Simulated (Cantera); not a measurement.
## Stirred combustor or abatement burner

A perfectly stirred reactor is fed with CH₄ : H₂ : O₂ : N₂ = 1 : 0.37 : 1.29 : 4.83 (molar parts), equivalence ratio 1.7, at 2.40 bar; it is adiabatic with a 475 K inlet, and is followed from long to short residence time, starting on the burning branch (τ in s: 0.12, 0.064, 0.034, 0.018, 0.0097, 0.0052, 0.0027, 0.0015, 0.00078, 0.00041, 0.00022, 0.00012, 6.2e-05).

Model: GRI-Mech 3.0 (53 species, 325 reactions), integrated in Cantera.

```tsv
τ (s)	T (K)	x CH₄	x H₂	x O₂	x NO	x CH₃	x C₂H₆
0.12	1950	0.00265	0.114	0.000138	1.70e-5	0.000133	7.41e-7
0.064	1955	0.00348	0.110	0.000241	1.54e-5	0.000192	1.45e-6
0.034	1959	0.00441	0.106	0.000417	1.36e-5	0.000271	2.70e-6
0.018	1961	0.00541	0.101	0.000712	1.18e-5	0.000376	4.87e-6
0.0097	1962	0.00643	0.0964	0.00118	1.02e-5	0.000507	8.48e-6
0.0052	1959	0.00754	0.0920	0.00195	8.53e-6	0.000676	1.48e-5
0.0027	1950	0.00885	0.0879	0.00329	6.76e-6	0.000901	2.69e-5
0.0015	1932	0.0104	0.0845	0.00532	5.03e-6	0.00115	4.81e-5
0.00078	1893	0.0131	0.0807	0.00968	2.83e-6	0.00148	0.000105
0.00041	475	0.134	0.0494	0.172	<1e-12	<1e-12	<1e-12
0.00022	475	0.134	0.0494	0.172	<1e-12	<1e-12	<1e-12
0.00012	475	0.134	0.0494	0.172	<1e-12	<1e-12	<1e-12
6.2e-5	475	0.134	0.0494	0.172	<1e-12	<1e-12	<1e-12
```
x: mole fraction; the columns are a selection and need not sum to one.
